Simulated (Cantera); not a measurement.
Catalytic combustion on Pt

An isothermal plug-flow reactor at 900 K and 0.630 bar (inlet), inlet velocity 4.6 m/s, active area per volume 230 1/m; feed H2 : O2 : N2 = 0.0039 : 0.022 : 0.79 (molar parts).

Computed with Cantera and Deutschmann's 1995 Pt surface mechanism with GRI-Mech 3.0 gas chemistry. Catalytic surfaces can have several steady states; this one follows from the mechanism file's or the stated starting coverage. Mass transfer to the wall is taken as infinitely fast.

| z (m) | x H2 | x O2 | x H2O | θ free Pt | θ O* | θ OH* |
|---|---|---|---|---|---|---|
| 0.00012 | 0.00442 | 0.0268 | 0.000361 | 0.351 | 0.648 | 0.00135 |
| 0.00025 | 0.00408 | 0.0266 | 0.000701 | 0.331 | 0.668 | 0.00136 |
| 0.00054 | 0.00346 | 0.0263 | 0.00132 | 0.297 | 0.702 | 0.00136 |
| 0.0012 | 0.00251 | 0.0259 | 0.00228 | 0.251 | 0.747 | 0.00137 |
| 0.0025 | 0.00146 | 0.0253 | 0.00333 | 0.213 | 0.785 | 0.00137 |
| 0.0054 | 0.000517 | 0.0249 | 0.00427 | 0.188 | 0.811 | 0.00138 |
| 0.012 | 5.96e-5 | 0.0247 | 0.00473 | 0.177 | 0.821 | 0.00139 |
x: gas mole fraction; θ: surface coverage.
